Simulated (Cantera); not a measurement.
Charge: 1 mol CH3F, 0.028 mol HCl, held at 973 K and 750 Torr.

Cantera equilibrium calculation (NASA polynomials, part measured and part estimated; ideal gas, pure solids and liquids). Candidate condensed phases: C, C6H6, C7H8, C8H18; 118 gas species. Rates play no part.

Base state: HF 0.506, H2 0.453, CH4 0.0264, HCl 0.0142, H2F2 1.11e-5 (mole fractions); condensed: C(graphite).

What changes in the equilibrium state with this change: pressure from 750 Torr to 0.0113 Torr?


```json
[
 {"species": "HF", "before": "0.506", "after": "0.493"},
 {"species": "H2", "before": "0.453", "after": "0.493"},
 {"species": "HCl", "before": "0.0142", "after": "0.0138"},
 {"species": "CH4", "before": "0.0264", "after": "4.69e-7"},
 {"species": "H2F2", "before": "1.11e-5", "after": "<1e-9"},
 {"species": "C(graphite), mol", "before": "0.948", "after": "1.000"}
]
```
